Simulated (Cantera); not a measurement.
Charge: 1 mol Si3N4, a varied amount of H2, equilibrated at 7.50 Torr.

Method: chemical equilibrium by Gibbs-energy minimisation in Cantera with the NASA 1993 tables (ideal gas, pure condensed phases). Candidate condensed phases: Si, Si3N4; 18 gas species. Mutual solubility and eutectic melting of coexisting phases are not modelled. Kinetics and transport are ignored.

**Question.** What condenses at these points (T in K, n(H2) in mol): (1598, 41); (1223, 59); (1223, 14); (1523, 41); (1748, 170); (2048, 120)?

**Answer.** 
```
T (K)  n(H2) in mol  condensed phases  Si condensed (%)
-----  ------------  ----------------  ----------------
1598             41        Si + Si3N4             100.0
1223             59        Si + Si3N4             100.0
1223             14             Si3N4             100.0
1523             41        Si + Si3N4             100.0
1748            170                Si              98.9
2048            120                Si              65.0
```
